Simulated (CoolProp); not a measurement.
A closed Brayton cycle with carbon dioxide: compressor inlet 312.15 K and 7.6 MPa, high pressure 20 MPa, turbine inlet 850 K, compressor efficiency 0.85, turbine efficiency 0.93, recuperator effectiveness 0.8 (on enthalpy, no pinch check). Each further row changes one setting.

Model: reference Helmholtz-energy equation of state, Span 1996, in CoolProp.

```
case                           thermal efficiency (%)  net work (kJ/kg)  compressor to turbine work  compressor exit (K)  turbine exit (K)
-----------------------------  ----------------------  ----------------  --------------------------  -------------------  ----------------
as stated                                        31.2              93.2                        0.31                386.1             729.0
turbine inlet 800 K                              30.2              84.3                        0.33                386.1             683.4
compressor inlet 322.15 K                        30.4              85.1                        0.37                405.0             729.0
high pressure 17 MPa                             28.9        (withheld)                        0.30                373.4        (withheld)
recuperator effectiveness 0.5              (withheld)              93.2                        0.31                386.1             729.0
```

Q: Some entries are withheld; supply them.

A: 
- high pressure 17 MPa, net work (kJ/kg): 80.3
- high pressure 17 MPa, turbine exit (K): 748.7
- recuperator effectiveness 0.5, thermal efficiency (%): 22.4
